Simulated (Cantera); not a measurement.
Cantera run:

```python
import numpy as np
import cantera as ct

gas_names = """
    Hg N N2
""".split()
cond_names = """
    Hg(cr) Hg(L)
""".split()


def load(file, names, dense=False):
    # The tables refer to 1 bar. Condensed volumes are neglected.
    table = {s.name: s for s in ct.Species.list_from_file(file)}
    out = []
    for n in names:
        d = dict(table[n].input_data)
        d["thermo"] = dict(d["thermo"], **{"reference-pressure": 1e5})
        if dense:
            d["equation-of-state"] = {"model": "constant-volume", "density": "1e6 g/cm^3"}
        out.append(ct.Species.from_dict(d))
    return out


gas = ct.Solution(thermo="ideal-gas", species=load("nasa_gas.yaml", gas_names))
cond = {s.name: ct.Solution(thermo="fixed-stoichiometry", species=[s], name=s.name)
        for s in load("nasa_condensed.yaml", cond_names, dense=True)}
atoms = {
    'Hg': {'Hg': 1},
    'N2': {'N': 2},
}
top_T = {}  # K; cautious upper limits of use, not melting points


def equilibrate(T, P, feed):
    n = {}
    for name, mol in feed.items():
        for a, k in atoms[name].items():
            n[a] = n.get(a, 0.0) + k * mol
    gas.TPX = T, P, n
    mass = sum(n.values()) * gas.mean_molecular_weight
    gas.equilibrate("TP")
    valid = [c for c in cond.values() if c.min_temp <= T <= top_T.get(c.name, c.max_temp)]
    mix = ct.Mixture([(gas, mass / gas.mean_molecular_weight)] + [(c, 0.0) for c in valid])
    mix.T, mix.P = T, P
    mix.equilibrate("TP", solver="vcs", rtol=1e-11, max_steps=5000)
    return mix


results = []
feed = {'Hg': 1, 'N2': 0.21}  # mol
T = 1100  # K
P = 133.322  # Pa
mix = equilibrate(T, P, feed)
results.append((T, P, feed, dict(zip(mix.species_names, mix.species_moles))))
x = sorted(zip(gas.X, gas.species_names), reverse=True)
print(f"T = {T:g} K  P = {P:g} Pa  gas = {mix.phase_moles(0):.4g} mol")
print("   x: " + "  ".join(f"{s} {v:.3e}" for v, s in x if v > 0.001))
print("   condensed (mol): " + ("  ".join(f"{mix.phase(i).name} {mix.phase_moles(i):.4g}"
      for i in range(1, mix.n_phases) if mix.phase_moles(i) > 1e-12) or "none"))
```

Result:

```
T = 1100 K  P = 133.322 Pa  gas = 1.21 mol
   x: Hg 8.264e-01  N2 1.736e-01
   condensed (mol): none
```

Equilibrium computed with Cantera from the NASA thermochemical tables; the gas is ideal and each condensed phase is pure.
